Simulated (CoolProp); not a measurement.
Methanol at several states: density (kg/m³) from the reference equation and from simpler models built on Tc = 240.2 °C, pc = 82.16 bar, ω = 0.565; each cubic takes its own stable root.

The numbers come from the reference Helmholtz-energy equation of state, de Reuck 1993 in CoolProp.

| T (°C) | p (bar) | phase | reference | van der Waals | Redlich-Kwong | Soave-Redlich-Kwong | Peng-Robinson |
|---|---|---|---|---|---|---|---|
| 17.95 | 8.43 | liquid | 793.6 | 388.9 | 574.4 | 611.1 | 687.3 |
| 72.15 | 1.77 | liquid | 740.7 | 2.008 | 2.021 | 569.0 | 642.3 |
| 270.15 | 0.21 | gas | 0.1491 | 0.1491 | 0.1491 | 0.1491 | 0.1491 |
| -19.95 | 45.7 | liquid | 832.0 | 408.9 | 604.9 | 634.7 | 712.1 |
| 221.75 | 241 | liquid | 593.4 | 321.0 | 410.8 | 419.8 | 469.5 |

At some of these states van der Waals, Redlich-Kwong gives the other phase, because its saturation line lies elsewhere.
